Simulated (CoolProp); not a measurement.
Saturated liquid density (kg/m³) of ethylene: the reference equation beside estimates from Tc = 9.2 °C, pc = 50.42 bar, ω = 0.087.

Computed with CoolProp (reference Helmholtz-energy equation of state, Smukala 2000).

```json
[
 {"T (°C)": "-105.35", "reference": "569.9", "Redlich-Kwong": "549.2", "Peng-Robinson": "620.7"},
 {"T (°C)": "-97.25", "reference": "558.2", "Redlich-Kwong": "536.4", "Peng-Robinson": "607.7"},
 {"T (°C)": "-89.15", "reference": "546.2", "Redlich-Kwong": "523.0", "Peng-Robinson": "593.8"},
 {"T (°C)": "-81.15", "reference": "534.0", "Redlich-Kwong": "509.0", "Peng-Robinson": "579.2"},
 {"T (°C)": "-73.05", "reference": "521.1", "Redlich-Kwong": "493.9", "Peng-Robinson": "563.3"},
 {"T (°C)": "-64.95", "reference": "507.6", "Redlich-Kwong": "477.8", "Peng-Robinson": "546.1"},
 {"T (°C)": "-56.85", "reference": "493.4", "Redlich-Kwong": "460.7", "Peng-Robinson": "527.5"},
 {"T (°C)": "-48.85", "reference": "478.6", "Redlich-Kwong": "442.5", "Peng-Robinson": "507.5"},
 {"T (°C)": "-40.75", "reference": "462.5", "Redlich-Kwong": "422.7", "Peng-Robinson": "485.3"},
 {"T (°C)": "-32.65", "reference": "445.0", "Redlich-Kwong": "401.0", "Peng-Robinson": "460.7"}
]
```

Absolute difference from the reference over all 10 rows, mean and median: Redlich-Kwong 6.0 and 5.5 %, Peng-Robinson 7.2 and 7.8 %.
